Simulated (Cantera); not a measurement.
Feed: 1 mol MgCO3, 1.4 mol H2O, held at 0.550 bar.

These are equilibrium values from Cantera (NASA tables, ideal gas, pure condensed phases), not measurements of a reactor. Candidate condensed phases: C, C6H6, C7H8, C8H18, H2O, Mg, MgCO3, MgO, Mg(OH)2; 116 gas species. Kinetics and transport are ignored.

### Question
At 1552 °C, list the 5 most abundant gas species with their mole fractions, and the condensed phases.

### Answer
H2O 0.580, CO2 0.412, CO 0.00327, O2 0.00204, H2 0.00117. Condensed: MgO(s).
